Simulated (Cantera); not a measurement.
An isothermal, constant-pressure homogeneous reactor starts with 3.50 % CH4, 94.7 % H2, 1.80 % CO2, at 1775 K and 0.0267 bar.

Detailed kinetics in Cantera: GRI-Mech 3.0 (53 species, 325 reactions). GRI-Mech 3.0 stops at C3 and has no aromatics, soot or wall deposition, so with more carbon than oxygen in the feed, carbon stays in small species such as C2H2 where larger ones or solid carbon would form. Radical loss at walls, strong at low pressure, is not modelled.

x: mole fraction; the columns are a selection and need not sum to one.

| t (s) | x CH4 | x H2 | x CO2 | x O | x C2H6 | x OH | x H |
|---|---|---|---|---|---|---|---|
| 6.00e-5 | 0.0350 | 0.947 | 0.0180 | <1e-12 | 7.26e-12 | 1.11e-9 | 3.83e-6 |
| 0.000196 | 0.0350 | 0.947 | 0.0180 | <1e-12 | 2.35e-10 | 3.72e-9 | 1.27e-5 |
| 0.000642 | 0.0350 | 0.947 | 0.0180 | <1e-12 | 5.82e-9 | 1.23e-8 | 4.19e-5 |
| 0.00210 | 0.0349 | 0.947 | 0.0179 | 4.80e-12 | 9.16e-8 | 4.05e-8 | 0.000137 |
| 0.00687 | 0.0346 | 0.946 | 0.0175 | 5.07e-11 | 8.62e-7 | 1.40e-7 | 0.000440 |
| 0.0225 | 0.0329 | 0.942 | 0.0136 | 5.09e-10 | 3.42e-6 | 5.65e-7 | 0.00111 |
| 0.0735 | ___ | 0.936 | ___ | ___ | ___ | ___ | 0.00139 |
| 0.240 | 0.0138 | 0.939 | 0.000121 | 1.93e-9 | 9.12e-7 | 1.71e-6 | 0.00151 |
| 0.786 | 0.00518 | 0.944 | 8.55e-5 | 2.08e-9 | 1.43e-7 | 1.76e-6 | 0.00163 |
| 2.57 | 0.00215 | 0.947 | 8.22e-5 | 1.96e-9 | 2.60e-8 | 1.60e-6 | 0.00170 |
| 8.41 | 0.00144 | 0.950 | 6.79e-5 | 1.37e-9 | 1.18e-8 | 1.09e-6 | 0.00172 |
| 27.5 | ___ | 0.954 | ___ | 5.23e-10 | ___ | ___ | 0.00174 |
| 90.0 | 0.000272 | 0.956 | 2.69e-6 | 4.20e-11 | 4.96e-10 | 3.20e-8 | 0.00174 |

Q: Fill in the missing entries.

A: 
- 0.0735, x CH4: 0.0255
- 0.0735, x CO2: 0.00375
- 0.0735, x O: 1.51e-9
- 0.0735, x C2H6: 2.83e-6
- 0.0735, x OH: 1.38e-6
- 27.5, x CH4: 0.000799
- 27.5, x CO2: 3.09e-5
- 27.5, x C2H6: 3.70e-9
- 27.5, x OH: 4.04e-7
